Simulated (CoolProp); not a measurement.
Vapour-liquid equilibrium of ethanol (1) + hexamethyldisiloxane (MM) (2) at 1.18 bar; x and y are mole fractions of (1).

Values from CoolProp's multi-fluid Helmholtz-energy mixture model, Schroeder 2014 and Thol 2016; pair parameters Bell 2016.

```tsv
x	bubble temperature (°C)	y at the bubble point	dew temperature at overall composition x (°C)	liquid density (mol/L)
0.05	96.1	0.268	104.1	4.357
0.2	84.6	0.535	98.7	5.061
0.35	81.4	0.612	92.7	5.907
0.5	80.2	0.652	86.1	7.030
0.65	79.7	0.692	80.3	8.590
0.8	79.8	0.762	80.1	10.85
0.95	81.3	0.917	81.7	14.32
```

y crosses x between x = 0.65 and 0.8: the model has an azeotrope there.

The pair parameters rest on a limited set of measurements; away from them the model extrapolates.
